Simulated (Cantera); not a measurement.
Feed: 1 mol HMDSO, a varied amount of O3, 190 mol N2, held at 800 K and 52.5 Torr.

These are equilibrium values from Cantera (NASA tables, ideal gas, pure condensed phases), not measurements of a reactor. Candidate condensed phases: C, C6H6, C7H8, C8H18, H2O, Si, SiC, SiO2, Si2N2O, Si3N4; 151 gas species. The feed counts by its element totals alone. The numbers say what is thermodynamically allowed, not how fast it happens.

Problem. At 2.1 mol O3, list the 6 most abundant gas species with their mole fractions, and the condensed phases.

Solution. N2 0.941, H2 0.0433, CO 0.0131, CO2 0.00118, H2O 0.000927, CH4 0.000176. Condensed: C(graphite) + SiO2(α-quartz).
